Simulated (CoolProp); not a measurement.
The fluoroketone C6F12O (FK-5-1-12) along the isotherm 500 K: Z from the reference equation and from simpler models built on Tc = 441.8 K, pc = 18.69 bar, ω = 0.471; each cubic takes its own stable root.

Values from CoolProp's reference Helmholtz-energy equation of state, McLinden 2015.

| p (bar) | phase | reference |
|---|---|---|
| 0.0887 | gas | 0.9990 |
| 0.143 | gas | 0.9983 |
| 0.231 | gas | 0.9973 |
| 0.374 | gas | 0.9956 |
| 0.604 | gas | 0.9929 |
| 0.976 | gas | 0.9885 |
| 1.58 | gas | 0.9813 |
| 2.55 | gas | 0.9698 |
| 4.12 | gas | 0.9509 |
| 6.65 | gas | 0.9201 |
| 10.7 | gas | 0.8691 |
| 17.4 | gas | 0.7787 |
| 28 | supercritical | 0.6248 |

**Question.** How far does each simpler model (van der Waals, Redlich-Kwong, Soave-Redlich-Kwong, Peng-Robinson) lie from the reference over these 13 states: mean and median of the absolute difference, and the worst?

**Answer.** 
- van der Waals: mean 1.7 %, median 0.0 %, worst -17.5 % at 500 K and 28 bar
- Redlich-Kwong: mean 1.4 %, median 0.2 %, worst -10.1 % at 500 K and 28 bar
- Soave-Redlich-Kwong: mean 0.7 %, median 0.1 %, worst +5.3 % at 500 K and 28 bar
- Peng-Robinson: mean 0.4 %, median 0.1 %, worst -1.8 % at 500 K and 17.4 bar
